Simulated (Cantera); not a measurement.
Charge: 1 mol Si, 1.1 mol H₂O, 190 mol N₂, held at 2.10 bar.

Cantera equilibrium calculation (NASA polynomials, part measured and part estimated; ideal gas, pure solids and liquids). Candidate condensed phases: H₂O, Si, SiO₂, Si₂N₂O, Si₃N₄; 35 gas species. Mutual solubility and eutectic melting of coexisting phases are not modelled. The tables hold silica as quartz up to 1696 K and as liquid above; real silica turns to tridymite and cristobalite and melts near 1996 K. Kinetics and transport are ignored. All values below are at 1725 K.

Base state: N₂ 0.994, H₂ 0.00575, SiO 0.000153 (mole fractions); condensed: SiO₂(condensed) + Si₂N₂O(s).

Question: What changes in the equilibrium state with this change: Si replaced by SiC?

Answer: 
```
species                 before     after
--------------------  --------  --------
N₂                       0.994     0.991
H₂                     0.00575   0.00559
CO                           0   0.00313
HCN                          0  0.000312
SiO                   0.000153   6.64e-6
SiO₂(condensed), mol     0.389         0
Si₂N₂O(s), mol           0.291     0.499
C(graphite), mol             0     0.339
```
Further candidate phases: C, C₆H₆, C₇H₈, C₈H₁₈, SiC.

Question: What changes in the equilibrium state with this change: 0.16 mol CH₄ added?

Answer: 
| species | before | after |
|---|---|---|
| N₂ | 0.994 | 0.992 |
| H₂ | 0.00575 | 0.00741 |
| CO | 0 | 0.000836 |
| SiO | 0.000153 | 0.000153 |
| H₂O | 8.49e-6 | 1.09e-5 |
| H | 9.72e-6 | 1.10e-5 |
| SiO₂(condensed), mol | 0.389 | 0.282 |
| Si₂N₂O(s), mol | 0.291 | 0.344 |
Further candidate phases: C, C₆H₆, C₇H₈, C₈H₁₈, SiC.
